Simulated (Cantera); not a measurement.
Cantera run, input and output.

```python
import numpy as np
import cantera as ct

surf = ct.Interface("diamond.yaml", "diamond_100")
gas, bulk = surf.adjacent["gas"], surf.adjacent["diamond"]
k = surf.kinetics_species_index(bulk.species_names[0])
cover = ["c6HH", "c6H*", "c6*H", "c6**", "c6HM", "c6B"]

rows, drift = [], 0.0
print(f"{'T':>10s}{'um/h':>11s}" + "".join(f"{s:>11s}" for s in cover))
for v in [950, 1025, 1100, 1175, 1250, 1325, 1400]:
    T, P, xH, xCH3 = v, 9700, 0.0018, 4.9e-05
    gas.TPX = T, P, {"H": xH, "CH3": xCH3, "CH4": 0.011, "H2": 1 - xH - xCH3 - 0.011}
    surf.TP = bulk.TP = T, P
    surf.coverages = "c6H*:0.1, c6HH:0.9"
    surf.advance_coverages(100.0)
    before = surf.coverages
    surf.advance_coverages(100.0)
    drift = max(drift, np.max(np.abs(surf.coverages - before) / (surf.coverages + 1e-9)))
    rate = surf.net_production_rates[k] * bulk.mean_molecular_weight / bulk.density * 3.6e9
    rows.append([rate, *surf[cover].coverages])
    print(f"{v:10.4g}{rate:11.4e}" + "".join(f"{x:11.3e}" for x in rows[-1][1:]))
```

It prints:

```
         T       um/h       c6HH       c6H*       c6*H       c6**       c6HM        c6B
       950 1.8831e+00  6.299e-01  1.381e-02  3.271e-01  6.359e-03  1.753e-02  5.110e-09
      1025 2.4716e+00  5.676e-01  2.017e-02  3.849e-01  1.081e-02  1.175e-02  6.707e-09
      1100 2.3925e+00  5.125e-01  2.741e-02  4.339e-01  1.664e-02  6.245e-03  6.492e-09
      1175 1.5088e+00  4.653e-01  3.514e-02  4.724e-01  2.347e-02  2.127e-03  4.094e-09
      1250 8.8893e-01  4.259e-01  4.289e-02  4.994e-01  3.062e-02  5.325e-04  2.412e-09
      1325 7.1973e-01  3.952e-01  5.038e-02  5.164e-01  3.741e-02  1.251e-04  1.953e-09
      1400 6.2055e-01  3.734e-01  5.745e-02  5.255e-01  4.329e-02  2.954e-05  1.684e-09
```

Computed with Cantera and the Harris–Goodwin 1993 mechanism for the reconstructed diamond (100) surface.
